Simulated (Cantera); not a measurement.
## Si + F2 + N2 (silicon etching in halogen gases)

Feed: 1 mol Si, a varied amount of F2, 0.83 mol N2, held at 925 °C and 85.0 Pa.

Equilibrium computed with Cantera from the NASA thermochemical tables; the gas is ideal and each condensed phase is pure. Candidate condensed phases: Si, Si3N4; 16 gas species. N2 is the only nitrogen source here; it is nearly inert below about 1500 K, so the nitride shown seldom forms there in practice. The tables' values for SiF3, SiF2 are old estimates; treat these amounts as uncertain. The numbers say what is thermodynamically allowed, not how fast it happens.

```
n(F2) (mol)  log p F  log p SiF4  log p N2  log p SiF3  log p F2  n Si3N4(s)
-----------  -------  ----------  --------  ----------  --------  ----------
1.2             <-15       -3.36     -3.39       -5.35      <-15       0.133
1.7             <-15       -3.34     -3.41       -5.34      <-15      0.0493
2.2            -3.82       -3.42     -3.50        <-15     -7.05           0
2.7            -3.43       -3.58     -3.66        <-15     -6.28           0
3.2            -3.32       -3.70     -3.78        <-15     -6.05           0
3.7            -3.26       -3.79     -3.87        <-15     -5.93           0
4.2            -3.22       -3.86     -3.95        <-15     -5.86           0
4.8            -3.19       -3.94     -4.02        <-15     -5.80           0
5.3            -3.18       -4.00     -4.08        <-15     -5.77           0
```
log p: log10 of the partial pressure in bar; n: condensed amount in mol.

From 1.2 mol F2 to 1.7 mol F2 the condensed part is Si3N4(s). From 2.2 mol F2 to 5.3 mol F2 nothing is condensed. The main Si-bearing gas is SiF4 throughout.
